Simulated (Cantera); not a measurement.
## HMDSO + O2 (silicon oxide and oxynitride deposition)

Feed: 1 mol HMDSO, a varied amount of O2, equilibrated at 523.15 K and 13.3 mbar.

Cantera equilibrium calculation (NASA polynomials, part measured and part estimated; ideal gas, pure solids and liquids). Candidate condensed phases: C, C6H6, C7H8, C8H18, H2O, Si, SiC, SiO2; 123 gas species. The feed counts by its element totals alone. The numbers say what is thermodynamically allowed, not how fast it happens.

```json
[
 {"n(O2) (mol)": "0.33", "log p CH4": "-1.99", "log p H2O": "<-13", "log p CO2": "<-13", "log p H2": "-2.51", "log p CO": "<-13", "log p C2H6": "-8.58", "n C(graphite)": "0.924", "n SiC(s)": "1.17", "n SiO2(α-quartz)": "0.830"},
 {"n(O2) (mol)": "1.7", "log p CH4": "-2.03", "log p H2O": "-3.00", "log p CO2": "-5.03", "log p H2": "-2.53", "log p CO": "-6.51", "log p C2H6": "-8.64", "n C(graphite)": "2.28", "n SiC(s)": "0", "n SiO2(α-quartz)": "2.00"},
 {"n(O2) (mol)": "3.1", "log p CH4": "-2.28", "log p H2O": "-2.27", "log p CO2": "-3.30", "log p H2": "-2.65", "log p CO": "-5.64", "log p C2H6": "-9.02", "n C(graphite)": "3.15", "n SiC(s)": "0", "n SiO2(α-quartz)": "2.00"},
 {"n(O2) (mol)": "4.4", "log p CH4": "-2.49", "log p H2O": "-2.15", "log p CO2": "-2.86", "log p H2": "-2.76", "log p CO": "-5.42", "log p C2H6": "-9.34", "n C(graphite)": "3.28", "n SiC(s)": "0", "n SiO2(α-quartz)": "2.00"},
 {"n(O2) (mol)": "5.8", "log p CH4": "-2.69", "log p H2O": "-2.13", "log p CO2": "-2.61", "log p H2": "-2.86", "log p CO": "-5.30", "log p C2H6": "-9.64", "n C(graphite)": "2.88", "n SiC(s)": "0", "n SiO2(α-quartz)": "2.00"},
 {"n(O2) (mol)": "7.1", "log p CH4": "-2.85", "log p H2O": "-2.13", "log p CO2": "-2.47", "log p H2": "-2.94", "log p CO": "-5.23", "log p C2H6": "-9.87", "n C(graphite)": "2.18", "n SiC(s)": "0", "n SiO2(α-quartz)": "2.00"},
 {"n(O2) (mol)": "8.5", "log p CH4": "-2.99", "log p H2O": "-2.15", "log p CO2": "-2.37", "log p H2": "-3.01", "log p CO": "-5.17", "log p C2H6": "-10.08", "n C(graphite)": "1.23", "n SiC(s)": "0", "n SiO2(α-quartz)": "2.00"},
 {"n(O2) (mol)": "9.9", "log p CH4": "-3.12", "log p H2O": "-2.18", "log p CO2": "-2.29", "log p H2": "-3.07", "log p CO": "-5.14", "log p C2H6": "-10.27", "n C(graphite)": "0.137", "n SiC(s)": "0", "n SiO2(α-quartz)": "2.00"}
]
```
log p: log10 of the partial pressure in bar; n: condensed amount in mol.

At 0.33 mol O2 the condensed part is C(graphite) + SiC(s) + SiO2(α-quartz). From 1.7 mol O2 to 9.9 mol O2 the condensed part is C(graphite) + SiO2(α-quartz).
